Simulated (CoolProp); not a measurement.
The fluid at 221.7 K and 7.18 MPa (stagnation) flows isentropically through a choked orifice. The same conditions are run with several fluids, on thermodynamics alone (safety and materials aside).

Model: reference Helmholtz-energy equation of state of each fluid (fluorine: de Reuck 1990; oxygen: Schmidt 1985; normal hydrogen: Leachman 2009; dry air: Lemmon 2000; carbon monoxide: Lemmon 2006), in CoolProp. Blends and air are pseudo-pure fits.

```json
[
 {"fluid": "fluorine", "throat to inlet pressure ratio": "0.524", "mass flux (kg/(m² s))": "23900", "throat temperature (K)": "183.5"},
 {"fluid": "oxygen", "throat to inlet pressure ratio": "0.521", "mass flux (kg/(m² s))": "22700", "throat temperature (K)": "182.0"},
 {"fluid": "normal hydrogen", "throat to inlet pressure ratio": "0.509", "mass flux (kg/(m² s))": "5160", "throat temperature (K)": "180.3"},
 {"fluid": "dry air", "throat to inlet pressure ratio": "0.515", "mass flux (kg/(m² s))": "21100", "throat temperature (K)": "181.6"},
 {"fluid": "carbon monoxide", "throat to inlet pressure ratio": "0.513", "mass flux (kg/(m² s))": "20900", "throat temperature (K)": "181.2"}
]
```
